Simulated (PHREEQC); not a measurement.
Acid mine or pickling water: an equilibrium model

Model water analysis in mg/L, 95 °C, pH 3.82, pe 9.3: Na 1960; K 301; Ca 6.5; Mg 157; Cl 334; S(6) as SO4 2350; Li 4.58; Al 46.3; O(0) (dissolved oxygen) 0.628.

Valence states are taken as typed.

Equilibrium calculation in PHREEQC: ion-association model, phreeqc.dat.

No solid was allowed to form.

Question: What ionic strength does the model give?

Answer: ionic strength 0.0884 mol/kgw.

Question: In which forms is K present?

Answer: K+ 92 %, KSO4- 8.4 % of the K.

The solution is supersaturated, for example in Gibbsite (slow to form), so a real one may precipitate; this is no full list. Complexes and solids missing from the database can't appear. Constants without temperature data keep their 25 °C values here.
